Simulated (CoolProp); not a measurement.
Vapour-liquid equilibrium of R13 (1) + R11 (2) at 0.0318 MPa; x and y are mole fractions of (1).

Values from CoolProp's multi-fluid Helmholtz-energy mixture model, Platzer 1990 and Jacobsen 1992; pair parameters Bell 2016. This equation is an older, rougher fit; its heat capacities, sound speeds and derivatives of the liquid may be far off and weren't checked against measurements.

```csv
x,bubble temperature (K),y at the bubble point,dew temperature at overall composition x (K),liquid density (mol/L)
0.05,216.0,0.951,266.7,12.17
0.2,188.8,0.996,263.0,12.96
0.35,181.8,0.998,258.6,13.45
0.5,178.7,0.999,253.4,13.89
0.65,176.8,0.999,246.7,14.30
0.8,175.1,1.000,236.9,14.71
0.95,173.2,1.000,216.4,15.11
```

No azeotrope shows between x = 0.05 and 0.95.

The pair parameters rest on a limited set of measurements; away from them the model extrapolates. With so large a gap from Raoult's law the liquid may split in two, which this calculation doesn't test in full.
